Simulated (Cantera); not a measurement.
An isothermal, constant-pressure homogeneous reactor starts with CH₄ : O₂ : N₂ = 0.0098 : 0.0092 : 1 (molar parts), at 1450 K and 10.0 bar.

Detailed kinetics in Cantera: GRI-Mech 3.0 (53 species, 325 reactions).

Predict: x(CH₄) at 100 s; x(CO₂) at 100 s; x(CO) at 100 s.


```
Item                                               Result
---------------  ----------------------------------------
x(CH₄) at 100 s  0.000336 (gas-phase equilibrium 1.82e-9)
x(CO₂) at 100 s   0.00190 (gas-phase equilibrium 0.00174)
x(CO) at 100 s    0.00693 (gas-phase equilibrium 0.00778)
```
